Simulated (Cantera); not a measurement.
Equilibrium for roasting and sulfation: FeS2 + SO2 + H2O

Charge: 1 mol FeS2, 0.36 mol SO2, 0.12 mol H2O, at 1173 K.

Equilibrium computed with Cantera from the NASA thermochemical tables; the gas is ideal and each condensed phase is pure. Candidate condensed phases: Fe, FeO, Fe(OH)2, Fe(OH)3, FeS, FeSO4, FeS2, Fe2O3, Fe2(SO4)3, Fe3O4, H2O, H2SO4, S; 22 gas species. FeS: taken at fixed stoichiometry. Gases not in the tables: S3 to S7. The numbers say what is thermodynamically allowed, not how fast it happens.

```csv
P (Pa),x S2,x SO2,x H2O,x H2S,x S2O,x H2,x SO,x S8,n FeS(s)
1000,0.498,0.372,0.109,0.00915,0.00623,0.00472,0.000923,<1e-12,1.00
2600,0.496,0.372,0.108,0.0115,0.00789,0.00367,0.000726,1.65e-12,1.00
6700,0.494,0.373,0.106,0.0142,0.00996,0.00284,0.000573,2.77e-11,1.00
17000,0.490,0.373,0.104,0.0174,0.0125,0.00220,0.000454,4.40e-10,1.00
45000,0.486,0.374,0.100,0.0214,0.0159,0.00167,0.000355,7.88e-9,1.00
120000,0.481,0.375,0.0965,0.0260,0.0201,0.00125,0.000278,1.43e-7,1.00
300000,0.475,0.376,0.0922,0.0309,0.0251,0.000944,0.000220,2.12e-6,1.00
770000,0.467,0.376,0.0872,0.0366,0.0315,0.000702,0.000173,3.37e-5,1.00
2000000,0.457,0.377,0.0818,0.0428,0.0393,0.000515,0.000136,0.000542,1.00
```
x: gas mole fraction; n: condensed amount in mol.

From 10.0 mbar to 20.0 bar the condensed part is FeS(s).
